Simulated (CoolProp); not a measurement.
Carbonyl sulfide along the isobar 3.49 MPa: fugacity coefficient from the reference equation and from simpler models built on Tc = 378.8 K, pc = 6.369 MPa, ω = 0.098; each cubic takes its own stable root.

Computed with CoolProp (reference Helmholtz-energy equation of state, Lemmon 2006). It is a short technical equation, of lower accuracy than the large ones.

```tsv
T (K)	phase	reference	van der Waals	Redlich-Kwong	Peng-Robinson
178	liquid	0.002186	0.03781	?	0.002339
206.9	liquid	0.01403	0.09789	0.01421	0.01436
235.7	liquid	0.05296	0.1982	0.05732	0.05322
264.6	liquid	0.1423	0.3410	0.1564	0.1419
293.5	liquid	0.3007	0.5209	0.3271	0.2987
322.3	liquid	0.5325	0.7256	0.5653	0.5270
351.2	gas	0.7700	0.8048	0.7730	?
380.1	gas	0.8218	0.8397	0.8204	0.8040
408.9	gas	0.8586	0.8665	0.8553	0.8415
437.8	gas	0.8863	?	0.8820	0.8706
466.7	gas	0.9076	0.9048	0.9029	0.8936
495.5	gas	0.9243	0.9186	0.9195	0.9119
```

Complete the blanks.


- 178, Redlich-Kwong: 0.001875
- 351.2, Peng-Robinson: 0.7538
- 437.8, van der Waals: 0.8877
